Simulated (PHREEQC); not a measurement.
Solution (25 °C): 6.4 mmol/kgw NaH2PO4, 1.1 mmol/kgw HNO3 and 2.5 mmol/kgw H3AsO4. Closed to the air; pH follows from the charge balance.

Computed with PHREEQC (ion-association model, wateq4f.dat).

```csv
quantity,before,after
pH,2.77,3.38
H2PO4- (mol/kgw),0.00522,0.0610
H2AsO4- (mol/kgw),0.00192,0.00235
H3PO4 (mol/kgw),0.00118,0.00298
H3AsO4 (mol/kgw),0.000585,0.000154
```

Q: Which change was made?
A. NaH2PO4 from 0.0064 to 0.064 mol/kgw
B. HNO3 left out
C. diluted 10-fold with water
D. 9.5e-05 mol/kgw KOH added

A: A, NaH2PO4 from 0.0064 to 0.064 mol/kgw

This is a speciation only: nothing precipitates in the calculation. H3PO4, which wateq4f.dat lacks, is added to it with the constant of phreeqc.dat.
